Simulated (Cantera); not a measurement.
An isothermal, constant-pressure homogeneous reactor starts with H₂ : O₂ = 0.048 : 1 (molar parts), equivalence ratio 0.024, at 1425 K and 7.50 Torr.

Detailed kinetics in Cantera: GRI-Mech 3.0 (53 species, 325 reactions). Radical loss at walls, strong at low pressure, is not modelled. The temperature is held fixed by assumption; the heat of reaction is taken as removed at once.

One state of this run: x H₂ = 0.000687; x O₂ = 0.916; x O = 0.0329; x H = 0.00442; x HO₂ = 1.20e-6. x: mole fraction; the columns are a selection and need not sum to one.

Problem. Which value of t (s) does it belong to?
A) 0.0854
B) 36.4
C) 13.3
D) 0.0113

Solution. D, 0.0113
